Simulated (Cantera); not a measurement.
An isothermal plug-flow reactor at 625 K and 760 Torr (inlet), inlet velocity 3.8 m/s, active area per volume 3900 1/m; feed H2 : O2 : N2 = 0.02 : 0.17 : 0.79 (molar parts), equivalence ratio 0.059.

Computed with Cantera and Deutschmann's 1995 Pt surface mechanism with GRI-Mech 3.0 gas chemistry. Catalytic surfaces can have several steady states; this one follows from the mechanism file's or the stated starting coverage. Mass transfer to the wall is taken as infinitely fast.

**Question.** What does this change do: temperature 625 to 800 K?

**Answer.** 
| quantity | before | after |
|---|---|---|
| x(H2) at z = 0.0042 m | 0.000722 | 4.74e-5 |
| x(O2) at z = 0.0042 m | 0.165 | 0.165 |
| x(H2O) at z = 0.0042 m | 0.0199 | 0.0206 |
| θ(free Pt) at the exit | 0.00751 | 0.0294 |
| θ(O*) at the exit | 0.988 | 0.968 |
| θ(OH*) at the exit | 0.00426 | 0.00260 |
